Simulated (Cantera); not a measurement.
**Hydrogen reduction and annealing atmospheres: Fe₂O₃ + H₂**

Charge: 1 mol Fe₂O₃, 14 mol H₂, equilibrated at 1473 K and 0.160 bar.

Equilibrium computed with Cantera from the NASA thermochemical tables; the gas is ideal and each condensed phase is pure. Candidate condensed phases: Fe, FeO, Fe(OH)₂, Fe(OH)₃, Fe₂O₃, Fe₃O₄, H₂O; 12 gas species. Equilibrium is a limit: real reactors are often held back by kinetics, nucleation or transport.

| Item | Value |
|---|---|
| x(H₂) | 0.786 |
| x(H₂O) | 0.214 |
| x(H) | 2.80e-5 |
| x(Fe(OH)₂) | 1.72e-6 |
| n(Fe(γ)) | 2.00 mol |
| gas amount | 14.00 mol |
| log10 activity of Fe(OH)₂(s) (absent) | -7.18 |
| log10 activity of Fe(OH)₃(s) (absent) | -13.06 |
